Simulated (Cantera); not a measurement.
Feed: 1 mol Si₃N₄, 0.0034 mol H₂O, 23 mol N₂, at 1625 K and 7.90 mbar.

Method: chemical equilibrium by Gibbs-energy minimisation in Cantera with the NASA 1993 tables (ideal gas, pure condensed phases). Equilibrium is a limit: real reactors are often held back by kinetics, nucleation or transport.

```json
[
 {"species": "N₂", "before": "1.000", "after": "0.994"},
 {"species": "Si", "before": "3.09e-6", "after": "0.00539"},
 {"species": "Si₂N", "before": "5.54e-8", "after": "0.000164"},
 {"species": "Si₂", "before": "1.34e-9", "after": "5.57e-5"},
 {"species": "Si₃", "before": "<1e-9", "after": "1.19e-5"},
 {"species": "SiN", "before": "2.15e-7", "after": "0.000125"},
 {"species": "H", "before": "9.49e-6", "after": "0.000143"},
 {"species": "H₂", "before": "0.000143", "after": "6.25e-5"},
 {"species": "SiO", "before": "0.000148", "after": "0.000135"},
 {"species": "Si₃N₄(s), mol", "before": "0.999", "after": "0"},
 {"species": "Si(l), mol", "before": "0", "after": "2.85"}
]
```
Gas species are given as mole fractions.

Q: What was changed between the two runs?
(A) temperature from 1625 K to 1100 K
(B) temperature from 1625 K to 1998.15 K
(C) temperature from 1625 K to 1373.15 K
(D) pressure from 7.90 mbar to 0.160 bar

A: B, temperature from 1625 K to 1998.15 K. The tables' values for SiN are old estimates; treat these amounts as uncertain
